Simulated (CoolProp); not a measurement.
Vapour-liquid equilibrium of R113 (1) + n-heptane (2) at 113.65 °C; x and y are mole fractions of (1).

Values from CoolProp's multi-fluid Helmholtz-energy mixture model, Marx 1992 and Span 2003; pair parameters Bell 2016.

| x | bubble pressure (bar) | y at the bubble point | dew pressure at overall composition x (bar) | liquid density (mol/L) |
|---|---|---|---|---|
| 0.05 | 1.815 | 0.176 | 1.621 | 6.029 |
| 0.15 | 2.326 | 0.410 | 1.772 | 6.125 |
| 0.25 | 2.816 | 0.558 | 1.952 | 6.223 |
| 0.35 | 3.281 | 0.660 | 2.171 | 6.324 |
| 0.45 | 3.721 | 0.737 | 2.443 | 6.427 |
| 0.55 | 4.141 | 0.798 | 2.786 | 6.534 |
| 0.65 | 4.546 | 0.849 | 3.228 | 6.646 |
| 0.75 | 4.943 | 0.895 | 3.805 | 6.762 |
| 0.85 | 5.338 | 0.937 | 4.552 | 6.886 |
| 0.95 | 5.739 | 0.979 | 5.458 | 7.017 |

No azeotrope shows between x = 0.05 and 0.95.

The pair parameters rest on a limited set of measurements; away from them the model extrapolates.
